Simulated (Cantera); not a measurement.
Ignition delay

Mixture: 18.5 % CO, 1.09 % H₂, 16.9 % O₂, 63.5 % N₂, equivalence ratio 0.58, at 3750 Torr, adiabatic and at constant pressure. Ignition delay is the time to a rise of 400 K.

Cantera simulation using GRI-Mech 3.0 (53 species, 325 reactions); the numbers are that mechanism's predictions, not measurements. The hydrogen kinetics of GRI-Mech 3.0 are dated; newer H2 mechanisms differ, most at raised pressure. Where the delays flatten at high temperature, the 400 K rule measures the pace of heat release, not the induction time.

```tsv
T0 (K)	delay (ms)
975	12.0
1050	1.61
1125	0.244
1200	0.0757
1275	0.0421
1350	0.0296
1425	0.0233
1500	0.0197
```
